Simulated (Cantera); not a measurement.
A closed system holds: 1 mol PbO, 0.66 mol H2, equilibrated at 600 K and 1 atm.

These are equilibrium values from Cantera (NASA tables, ideal gas, pure condensed phases), not measurements of a reactor. Candidate condensed phases: H2O, Pb, PbO, PbO2, Pb3O4; 12 gas species. Rates play no part.

Base state: H2O 1.000, H2 1.84e-5 (mole fractions); condensed: Pb(s) + PbO(red).

Question: What changes in the equilibrium state with this change: temperature from 600 K to 1548.15 K?

Answer: 
| species | before | after |
|---|---|---|
| H2O | 1.000 | 0.945 |
| Pb | <1e-9 | 0.0380 |
| PbO | <1e-9 | 0.0157 |
| OH | <1e-9 | 2.81e-5 |
| Pb2 | <1e-9 | 2.14e-5 |
| H2 | 1.84e-5 | 0.00119 |
| Pb(s), mol | 0.660 | 0 |
| PbO(red), mol | 0.340 | 0 |
| Pb(l), mol | 0 | 0.633 |
| PbO(l), mol | 0 | 0.330 |
Each liquid is taken as pure. Mutual solubility and eutectic melting of coexisting phases are not modelled. Gases not in the tables: (PbO)n polymers.
